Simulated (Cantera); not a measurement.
A perfectly stirred reactor is fed with CH4 : N2 = 1 : 34 (molar parts), at 1.50 Torr; it is held at 1550 K, and followed from long to short residence time.

Cantera simulation using GRI-Mech 3.0 (53 species, 325 reactions); the numbers are that mechanism's predictions, not measurements. GRI-Mech 3.0 stops at C3 and has no aromatics, soot or wall deposition, so with more carbon than oxygen in the feed, carbon stays in small species such as C2H2 where larger ones or solid carbon would form. Radical loss at walls, strong at low pressure, is not modelled.

Question: What does this change do: N2 34 to 300 parts?

Answer: 
```csv
quantity,before,after
x(CH4) at τ = 9.80 s,0.0192,0.00274
x(C2H) at τ = 9.80 s,7.35e-9,8.99e-10
x(H) at τ = 9.80 s,9.43e-6,1.26e-6
x(HCN) at τ = 9.80 s,1.00e-7,4.06e-8
x(C2H2) at τ = 9.80 s,0.00400,0.000213
x(CH4) at τ = 34.0 ms,0.0286,0.00332
x(C2H) at τ = 34.0 ms,<1e-12,<1e-12
x(H) at τ = 34.0 ms,3.97e-8,3.22e-8
x(HCN) at τ = 34.0 ms,<1e-12,<1e-12
x(C2H2) at τ = 34.0 ms,3.90e-11,<1e-12
```

Question: What does this change do: N2 34 to 10 parts?

Answer: 
```tsv
quantity	before	after
x(CH4) at τ = 9.80 s	0.0192	0.0510
x(C2H) at τ = 9.80 s	7.35e-9	2.27e-8
x(H) at τ = 9.80 s	9.43e-6	2.80e-5
x(HCN) at τ = 9.80 s	1.00e-7	1.40e-7
x(C2H2) at τ = 9.80 s	0.00400	0.0170
x(CH4) at τ = 34.0 ms	0.0286	0.0909
x(C2H) at τ = 34.0 ms	<1e-12	<1e-12
x(H) at τ = 34.0 ms	3.97e-8	4.54e-8
x(HCN) at τ = 34.0 ms	<1e-12	<1e-12
x(C2H2) at τ = 34.0 ms	3.90e-11	5.28e-10
```

Question: What does this change do: pressure from 1.50 Torr to 10.00 Torr?

Answer: 
```json
[
 {"quantity": "x(CH4) at τ = 9.80 s", "before": "0.0192", "after": "0.00997"},
 {"quantity": "x(C2H) at τ = 9.80 s", "before": "7.35e-9", "after": "1.54e-8"},
 {"quantity": "x(H) at τ = 9.80 s", "before": "9.43e-6", "after": "1.85e-5"},
 {"quantity": "x(HCN) at τ = 9.80 s", "before": "1.00e-7", "after": "7.70e-7"},
 {"quantity": "x(C2H2) at τ = 9.80 s", "before": "0.00400", "after": "0.00885"},
 {"quantity": "x(CH4) at τ = 34.0 ms", "before": "0.0286", "after": "0.0285"},
 {"quantity": "x(C2H) at τ = 34.0 ms", "before": "<1e-12", "after": "<1e-12"},
 {"quantity": "x(H) at τ = 34.0 ms", "before": "3.97e-8", "after": "4.54e-8"},
 {"quantity": "x(HCN) at τ = 34.0 ms", "before": "<1e-12", "after": "<1e-12"},
 {"quantity": "x(C2H2) at τ = 34.0 ms", "before": "3.90e-11", "after": "4.94e-8"}
]
```
